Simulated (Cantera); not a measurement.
A closed system holds: 1 mol CH3SiH3, 0.12 mol C3H8, 2 mol H2, held at 750 °C and 0.770 bar.

Cantera equilibrium calculation (NASA polynomials, part measured and part estimated; ideal gas, pure solids and liquids). Candidate condensed phases: C, C6H6, C7H8, C8H18, Si, SiC; 87 gas species. The feed counts by its element totals alone. The numbers say what is thermodynamically allowed, not how fast it happens.

Base state: H2 0.948, CH4 0.0519 (mole fractions); condensed: C(graphite) + SiC(s).

Task: What changes in the equilibrium state with this change: temperature from 750 °C to 852 °C?

Result: 
```json
[
 {"species": "H2", "before": "0.948", "after": "0.979"},
 {"species": "CH4", "before": "0.0519", "after": "0.0213"},
 {"species": "C(graphite), mol", "before": "0.0895", "after": "0.246"},
 {"species": "SiC(s), mol", "before": "1.00", "after": "1.00"}
]
```
